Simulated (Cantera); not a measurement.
Feed: 1 mol CaO, 0.15 mol O2, 0.82 mol CO2, equilibrated at 873 K and 8.80 bar.

Method: chemical equilibrium by Gibbs-energy minimisation in Cantera with the NASA 1993 tables (ideal gas, pure condensed phases). Candidate condensed phases: C, Ca, CaCO3, CaO; 15 gas species. Rates play no part.

What is the equilibrium state?


```json
{
 "x(O2)": "1.000",
 "x(CO2)": "0.000310",
 "n(CaCO3(calcite))": "0.820 mol",
 "n(CaO(s))": "0.180 mol",
 "gas_amount": "0.1500 mol",
 "log10 activity of C(graphite) (absent)": "-27.18",
 "log10 activity of Ca(s) (absent)": "-32.96"
}
```
